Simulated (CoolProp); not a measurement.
Neopentane along the isotherm 550 K: fugacity coefficient from the reference equation and from simpler models built on Tc = 433.7 K, pc = 3.196 MPa, ω = 0.196; each cubic takes its own stable root.

Values from CoolProp's reference Helmholtz-energy equation of state, Lemmon 2006. It is a short technical equation, of lower accuracy than the large ones.

| p (MPa) | phase | reference | van der Waals | Redlich-Kwong | Soave-Redlich-Kwong | Peng-Robinson |
|---|---|---|---|---|---|---|
| 1.78 | gas | 0.9170 | 0.9102 | 0.9098 | 0.9208 | 0.9064 |
| 3.55 | supercritical | 0.8399 | 0.8237 | 0.8267 | 0.8484 | 0.8234 |
| 5.33 | supercritical | 0.7688 | 0.7400 | 0.7506 | 0.7828 | 0.7504 |
| 7.1 | supercritical | 0.7063 | 0.6660 | 0.6849 | 0.7265 | 0.6891 |
| 8.88 | supercritical | 0.6536 | 0.6097 | 0.6316 | 0.6800 | 0.6392 |
| 10.7 | supercritical | 0.6111 | 0.5700 | 0.5902 | 0.6430 | 0.5994 |
| 12.4 | supercritical | 0.5807 | 0.5446 | 0.5611 | 0.6166 | 0.5707 |
| 14.2 | supercritical | 0.5564 | 0.5264 | 0.5381 | 0.5956 | 0.5472 |
| 16 | supercritical | 0.5385 | 0.5149 | 0.5212 | 0.5802 | 0.5292 |
